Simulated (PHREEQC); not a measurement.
Dissolve 0.024 mol/kgw H3PO4, 0.086 mol/kgw Na2HPO4 and 0.016 mol/kgw NaCl at 45 °C. Closed to the air; pH follows from the charge balance.

Model: ion-association model, phreeqc.dat, run in PHREEQC.

No solid was allowed to form.

Order these P species by the share of P that they hold, largest first: H2PO4-, HPO4-2, NaHPO4-.

HPO4-2 (51 %), H2PO4- (44 %), NaHPO4- (4.9 %)

The pH is 6.80 and the ionic strength 0.239 mol/kgw. Complexes and solids missing from the database can't appear. Constants without temperature data keep their 25 °C values here.
